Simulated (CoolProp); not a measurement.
A closed Brayton cycle with carbon dioxide: compressor inlet 310.15 K and 9.7 MPa, high pressure 32.7 MPa, turbine inlet 670 K, compressor efficiency 0.89, turbine efficiency 0.9, recuperator effectiveness 0.9 (on enthalpy, no pinch check). Each further row changes one setting.

Values from CoolProp's reference Helmholtz-energy equation of state, Span 1996.

| case | thermal efficiency (%) | net work (kJ/kg) | compressor to turbine work | compressor exit (K) | turbine exit (K) |
|---|---|---|---|---|---|
| as stated | (withheld) | 86.5 | 0.29 | 347.2 | 540.3 |
| turbine inlet 620 K | 29.0 | (withheld) | 0.32 | 347.2 | (withheld) |
| compressor inlet 320.15 K | 29.4 | (withheld) | 0.40 | (withheld) | 540.3 |
| high pressure 27.8 MPa | (withheld) | (withheld) | 0.26 | (withheld) | 557.2 |
| recuperator effectiveness 0.5 | 23.2 | 86.5 | 0.29 | 347.2 | 540.3 |

### Question
What belongs in the gaps?

### Answer

- as stated, thermal efficiency (%): 31.7
- turbine inlet 620 K, net work (kJ/kg): 74.1
- turbine inlet 620 K, turbine exit (K): 495.2
- compressor inlet 320.15 K, net work (kJ/kg): 72.9
- compressor inlet 320.15 K, compressor exit (K): 392.0
- high pressure 27.8 MPa, thermal efficiency (%): 30.8
- high pressure 27.8 MPa, net work (kJ/kg): 79.2
- high pressure 27.8 MPa, compressor exit (K): 341.2
